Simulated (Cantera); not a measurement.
Feed: 1 mol Fe2O3, 5.1 mol CH4, 0.029 mol CO, equilibrated at 2125 K and 2.70 Torr.

Method: chemical equilibrium by Gibbs-energy minimisation in Cantera with the NASA 1993 tables (ideal gas, pure condensed phases). Candidate condensed phases: C, C6H6, C7H8, C8H18, Fe, Fe(CO)5, FeO, Fe(OH)2, Fe(OH)3, Fe2O3, Fe3O4, H2O; 114 gas species. Kinetics and transport are ignored.

Base state: H2 0.629, CO 0.194, Fe 0.128, H 0.0480, C2H2 (acetylene) 0.00105 (mole fractions); condensed: C(graphite).

Problem. What changes in the equilibrium state with this change: temperature from 2125 K to 1923 K?

Solution. 
```tsv
species	before	after
H2	0.629	0.727
CO	0.194	0.218
Fe	0.128	0.0411
H	0.0480	0.0134
C2H2 (acetylene)	0.00105	0.000328
C(graphite), mol	2.07	2.09
Fe(l), mol	0	1.43
```
Iron dissolves carbon and melts from about 1420 K in contact with it, which pure phases cannot show. Condensed phases not in the tables: cementite and carbon dissolved in iron.
